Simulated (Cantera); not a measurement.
Charge: 1 mol Ta₂O₅, 0.6 mol CO, at 1273.15 K and 1330 Pa.

Cantera equilibrium calculation (NASA polynomials, part measured and part estimated; ideal gas, pure solids and liquids). Candidate condensed phases: C, Ta, TaC, Ta₂O₅; 15 gas species. Mutual solubility and eutectic melting of coexisting phases are not modelled. TaC: taken at fixed stoichiometry. Condensed phases not in the tables: Ta₂C. Kinetics and transport are ignored.

Base state: CO 0.999, CO₂ 0.000620 (mole fractions); condensed: TaC(s) + Ta₂O₅(s).

Task: What changes in the equilibrium state with this change: pressure from 1330 Pa to 260000 Pa?

Result: 
| species | before | after |
|---|---|---|
| CO | 0.999 | 0.982 |
| CO₂ | 0.000620 | 0.0180 |
| TaC(s), mol | 0.000106 | 0 |
| Ta₂O₅(s), mol | 1.000 | 1.00 |
| C(graphite), mol | 0 | 0.0106 |

Task: What changes in the equilibrium state with this change: Ta₂O₅ replaced by PbO?

Result: 
```csv
species,before,after
CO₂,0.000620,0.840
Pb,0,0.138
PbO,0,0.0210
CO,0.999,0.000599
Pb₂,0,1.04e-5
"TaC(s), mol",0.000106,0
"Ta₂O₅(s), mol",1.000,0
"Pb(l), mol",0,0.501
"PbO(l), mol",0,0.385
```
Each liquid is taken as pure. Gases not in the tables: (PbO)n polymers. Further candidate phases: Pb, PbO, PbO₂, Pb₃O₄.

Task: What changes in the equilibrium state with this change: temperature from 1273.15 K to 2273.15 K?

Result: 
| species | before | after |
|---|---|---|
| CO | 0.999 | 0.995 |
| TaO₂ | <1e-9 | 0.00263 |
| CO₂ | 0.000620 | 0.00171 |
| TaO | <1e-9 | 0.000271 |
| TaC(s), mol | 0.000106 | 0 |
| Ta₂O₅(s), mol | 1.000 | 0 |
| Ta₂O₅(l), mol | 0 | 0.999 |
